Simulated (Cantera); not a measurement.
A closed system holds: 1 mol TiC, 0.21 mol C, 0.05 mol H2, at 1252 °C and 0.133 bar.

Cantera equilibrium calculation (NASA polynomials, part measured and part estimated; ideal gas, pure solids and liquids). Candidate condensed phases: C, C6H6, C7H8, C8H18, Ti, TiC; 77 gas species. TiC: taken at fixed stoichiometry. Rates play no part.

Base state: H2 1.000, CH4 0.000304, H 6.48e-5, C2H2 (acetylene) 1.21e-5 (mole fractions); condensed: C(graphite) + TiC(s).

What changes in the equilibrium state with this change: temperature from 1252 °C to 1752 °C?


| species | before | after |
|---|---|---|
| H2 | 1.000 | 0.994 |
| H | 6.48e-5 | 0.00525 |
| C2H2 (acetylene) | 1.21e-5 | 0.000899 |
| CH4 | 0.000304 | 5.23e-5 |
| C(graphite), mol | 0.210 | 0.210 |
| TiC(s), mol | 1.00 | 1.00 |

What changes in the equilibrium state with this change: temperature from 1252 °C to 2002 °C?


```json
[
 {"species": "H2", "before": "1.000", "after": "0.973"},
 {"species": "H", "before": "6.48e-5", "after": "0.0229"},
 {"species": "C2H2 (acetylene)", "before": "1.21e-5", "after": "0.00371"},
 {"species": "CH3", "before": "4.00e-7", "after": "1.26e-5"},
 {"species": "CH4", "before": "0.000304", "after": "2.84e-5"},
 {"species": "C(graphite), mol", "before": "0.210", "after": "0.210"},
 {"species": "TiC(s), mol", "before": "1.00", "after": "1.00"}
]
```

What changes in the equilibrium state with this change: TiC replaced by MgO?


```
species             before     after
----------------  --------  --------
H2                   1.000     0.982
CO                       0   0.00863
Mg                       0   0.00860
MgH                      0   3.30e-5
CH4               0.000304  0.000294
C2H2 (acetylene)   1.21e-5   1.19e-5
C(graphite), mol     0.210     0.210
TiC(s), mol           1.00         0
MgO(s), mol              0     1.000
```
The tables' values for MgH are old estimates; treat these amounts as uncertain. Further candidate phases: H2O, Mg, MgCO3, MgO, Mg(OH)2.
